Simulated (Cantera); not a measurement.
Charge: 1 mol CaCO3, 0.015 mol CO2, equilibrated at 852 °C and 6.20 bar.

Equilibrium computed with Cantera from the NASA thermochemical tables; the gas is ideal and each condensed phase is pure. Candidate condensed phases: C, Ca, CaCO3, CaO; 15 gas species. Kinetics and transport are ignored.

Base state: CO2 1.000 (mole fractions); condensed: CaCO3(calcite).

What changes in the equilibrium state with this change: pressure from 6.20 bar to 0.440 bar?


| species | before | after |
|---|---|---|
| CO2 | 1.000 | 1.000 |
| CaCO3(calcite), mol | 1.00 | 0 |
| CaO(s), mol | 0 | 1.00 |
